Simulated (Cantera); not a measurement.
A closed system holds: 1 mol TEOS, 0.17 mol O2, equilibrated at 1425 K and 1330 Pa.

Cantera equilibrium calculation (NASA polynomials, part measured and part estimated; ideal gas, pure solids and liquids). Candidate condensed phases: C, C6H6, C7H8, C8H18, H2O, Si, SiC, SiO2; 123 gas species. The feed counts by its element totals alone. The numbers say what is thermodynamically allowed, not how fast it happens.

Base state: H2 0.697, CO 0.302, SiO 0.000425, H 4.93e-5, CH4 2.44e-5 (mole fractions); condensed: C(graphite) + SiC(s).

Task: What changes in the equilibrium state with this change: temperature from 1425 K to 1175 K?

Result: 
| species | before | after |
|---|---|---|
| H2 | 0.697 | 0.810 |
| CO | 0.302 | 0.190 |
| CH4 | 2.44e-5 | 0.000168 |
| SiO | 0.000425 | 8.28e-9 |
| H | 4.93e-5 | 9.56e-7 |
| H2O | 8.53e-6 | 7.10e-5 |
| C(graphite), mol | 2.67 | 5.66 |
| SiC(s), mol | 0.994 | 0 |
| SiO2(β-quartz), mol | 0 | 1.00 |
The tables hold silica as quartz up to 1696 K and as liquid above; real silica turns to tridymite and cristobalite and melts near 1996 K.

Task: What changes in the equilibrium state with this change: TEOS replaced by SiCl4?

Result: 
| species | before | after |
|---|---|---|
| SiCl4 | 0 | 0.662 |
| Cl2 | 0 | 0.204 |
| Cl | 0 | 0.134 |
| H2 | 0.697 | 0 |
| CO | 0.302 | 0 |
| SiO | 0.000425 | <1e-9 |
| SiCl3 | 0 | 0.000127 |
| H | 4.93e-5 | 0 |
| C(graphite), mol | 2.67 | 0 |
| SiC(s), mol | 0.994 | 0 |
| SiO2(β-quartz), mol | 0 | 0.170 |
The tables' values for SiCl3 are old estimates; treat these amounts as uncertain. The tables hold silica as quartz up to 1696 K and as liquid above; real silica turns to tridymite and cristobalite and melts near 1996 K.
